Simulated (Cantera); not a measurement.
A perfectly stirred reactor is fed with H₂ : O₂ : N₂ = 1.3 : 1 : 12 (molar parts), equivalence ratio 0.65, at 0.168 atm; it is held at 1250 K, and followed from long to short residence time.

Detailed kinetics in Cantera: GRI-Mech 3.0 (53 species, 325 reactions). The temperature is held fixed by assumption; the heat of reaction is taken as removed at once.

Problem. What does this change do: pressure from 0.168 atm to 0.987 atm?

Solution. 
```
quantity                 before     after
---------------------  --------  --------
x(H₂) at τ = 1.30 s    0.000248   5.87e-5
x(O₂) at τ = 1.30 s      0.0256    0.0256
x(NO) at τ = 1.30 s     5.11e-7   6.01e-7
x(OH) at τ = 1.30 s    0.000308   7.98e-5
x(H₂O) at τ = 1.30 s     0.0948    0.0951
x(H₂) at τ = 22.0 ms    0.00313  0.000835
x(O₂) at τ = 22.0 ms     0.0268    0.0259
x(NO) at τ = 22.0 ms    3.31e-6   5.11e-7
x(OH) at τ = 22.0 ms    0.00116  0.000318
x(H₂O) at τ = 22.0 ms    0.0896    0.0941
```

Problem. What does this change do: temperature 1250 to 1025 K?

Solution. 
```csv
quantity,before,after
x(H₂) at τ = 1.30 s,0.000248,0.000426
x(O₂) at τ = 1.30 s,0.0256,0.0258
x(NO) at τ = 1.30 s,5.11e-7,6.20e-8
x(OH) at τ = 1.30 s,0.000308,8.07e-5
x(H₂O) at τ = 1.30 s,0.0948,0.0947
x(H₂) at τ = 22.0 ms,0.00313,0.00469
x(O₂) at τ = 22.0 ms,0.0268,0.0280
x(NO) at τ = 22.0 ms,3.31e-6,5.55e-7
x(OH) at τ = 22.0 ms,0.00116,0.000374
x(H₂O) at τ = 22.0 ms,0.0896,0.0891
```
